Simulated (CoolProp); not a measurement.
Vapour pressure (MPa) of methanol: the reference equation beside estimates from Tc = 513.4 K, pc = 8.216 MPa, ω = 0.565. Clausius-Clapeyron is anchored at 405.6 K with a constant enthalpy of vaporisation of 29.66 kJ/mol.

The numbers come from the reference Helmholtz-energy equation of state, de Reuck 1993 in CoolProp.

```csv
T (K),reference,Lee-Kesler,Clausius-Clapeyron,van der Waals,Soave-Redlich-Kwong
357.8,0.2132,0.2116,0.2773,1.611,0.2116
367.4,0.2942,0.2953,0.3598,1.842,0.2956
376.9,0.3975,0.4022,0.4596,2.091,0.4031
386.5,0.5299,0.5390,0.5814,2.364,0.5411
396,0.6937,0.7078,0.7256,2.655,0.7120
405.6,0.8980,0.9174,0.8980,2.972,0.9249
415.2,1.148,1.172,1.101,3.312,1.184
424.7,1.446,1.474,1.334,3.671,1.493
434.3,1.806,1.836,1.606,4.058,1.865
443.8,2.229,2.259,1.915,4.465,2.298
453.4,2.730,2.758,2.270,4.901,2.810
462.9,3.307,3.333,2.668,5.358,3.398
472.5,3.978,4.004,3.120,5.845,4.082
482,4.741,4.771,3.621,6.353,4.856
```

Absolute difference from the reference over all 14 rows, mean and median: Lee-Kesler 1.3 and 1.3 %, Clausius-Clapeyron 14.3 and 14.9 %, van der Waals 232.7 and 171.2 %, Soave-Redlich-Kwong 2.4 and 2.7 %.
